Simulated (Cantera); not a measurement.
**Stirred combustor or abatement burner**

A perfectly stirred reactor is fed with CH4 : H2 : O2 : N2 = 1 : 0.12 : 2.61 : 22.9 (molar parts), at 0.820 bar; it is adiabatic with a 350 K inlet, and is followed from long to short residence time, starting on the burning branch (τ in s: 0.34, 0.12, 0.04, 0.014, 0.0048, 0.0017, 0.00057, 0.0002, 6.8e-05).

Computed with Cantera and GRI-Mech 3.0 (53 species, 325 reactions).

```csv
τ (s),T (K),x CH4,x H2,x O2,x NO2,x NO,x CH2CO
0.34,1294,3.50e-5,8.31e-5,0.0209,3.98e-9,5.61e-7,2.79e-8
0.12,1289,7.15e-5,0.000171,0.0212,2.71e-9,5.51e-7,5.83e-8
0.040,1277,0.000163,0.000372,0.0220,2.04e-9,6.15e-7,1.33e-7
0.014,350,0.0376,0.00451,0.0980,<1e-12,<1e-12,<1e-12
0.0048,350,0.0376,0.00451,0.0980,<1e-12,<1e-12,<1e-12
0.0017,350,0.0376,0.00451,0.0980,<1e-12,<1e-12,<1e-12
0.00057,350,0.0376,0.00451,0.0980,<1e-12,<1e-12,<1e-12
0.00020,350,0.0376,0.00451,0.0980,<1e-12,<1e-12,<1e-12
6.8e-5,350,0.0376,0.00451,0.0980,<1e-12,<1e-12,<1e-12
```
x: mole fraction; the columns are a selection and need not sum to one.
